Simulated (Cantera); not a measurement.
An adiabatic, constant-volume homogeneous reactor starts with 30.5 % CO, 5.18 % H₂, 1.04 % CH₄, 13.3 % O₂, 50.0 % N₂, at 1700 K and 14.0 bar.

Computed with Cantera and GRI-Mech 3.0 (53 species, 325 reactions). The pressure lies above the range GRI-Mech 3.0 was tuned for (to about 10 atm). Above 3000 K some thermodynamic fits are extrapolated.

x: mole fraction; the columns are a selection and need not sum to one.

```json
[
 {"t (s)": "3.00e-6", "T (K)": "3084", "P (bar)": "23.8", "x CO": "0.201", "x H₂": "0.00992", "x CH₄": "<1e-12", "x HCO": "2.55e-6", "x NO₂": "…"},
 {"t (s)": "9.11e-6", "T (K)": "3274", "P (bar)": "24.9", "x CO": "0.189", "x H₂": "0.00904", "x CH₄": "<1e-12", "x HCO": "1.82e-6", "x NO₂": "…"},
 {"t (s)": "2.77e-5", "T (K)": "3258", "P (bar)": "24.8", "x CO": "0.190", "x H₂": "0.00925", "x CH₄": "<1e-12", "x HCO": "1.79e-6", "x NO₂": "…"},
 {"t (s)": "8.40e-5", "T (K)": "3252", "P (bar)": "24.8", "x CO": "0.190", "x H₂": "0.00932", "x CH₄": "<1e-12", "x HCO": "1.79e-6", "x NO₂": "9.31e-6"},
 {"t (s)": "0.000255", "T (K)": "3252", "P (bar)": "24.8", "x CO": "0.190", "x H₂": "0.00932", "x CH₄": "<1e-12", "x HCO": "1.79e-6", "x NO₂": "9.33e-6"},
 {"t (s)": "0.000775", "T (K)": "3252", "P (bar)": "24.8", "x CO": "0.190", "x H₂": "0.00932", "x CH₄": "<1e-12", "x HCO": "1.79e-6", "x NO₂": "9.33e-6"},
 {"t (s)": "0.00235", "T (K)": "3252", "P (bar)": "24.8", "x CO": "0.190", "x H₂": "0.00932", "x CH₄": "<1e-12", "x HCO": "1.79e-6", "x NO₂": "9.33e-6"},
 {"t (s)": "0.00714", "T (K)": "3252", "P (bar)": "24.8", "x CO": "0.190", "x H₂": "0.00932", "x CH₄": "<1e-12", "x HCO": "1.79e-6", "x NO₂": "9.33e-6"},
 {"t (s)": "0.0217", "T (K)": "3252", "P (bar)": "24.8", "x CO": "0.190", "x H₂": "0.00932", "x CH₄": "<1e-12", "x HCO": "1.79e-6", "x NO₂": "9.33e-6"},
 {"t (s)": "0.0659", "T (K)": "3252", "P (bar)": "24.8", "x CO": "0.190", "x H₂": "0.00932", "x CH₄": "<1e-12", "x HCO": "1.79e-6", "x NO₂": "9.33e-6"},
 {"t (s)": "0.200", "T (K)": "3252", "P (bar)": "24.8", "x CO": "0.190", "x H₂": "0.00932", "x CH₄": "<1e-12", "x HCO": "1.79e-6", "x NO₂": "9.33e-6"}
]
```

Q: What belongs in the gaps?

A: 
- 3.00e-6, x NO₂: 7.90e-7
- 9.11e-6, x NO₂: 3.81e-6
- 2.77e-5, x NO₂: 8.08e-6
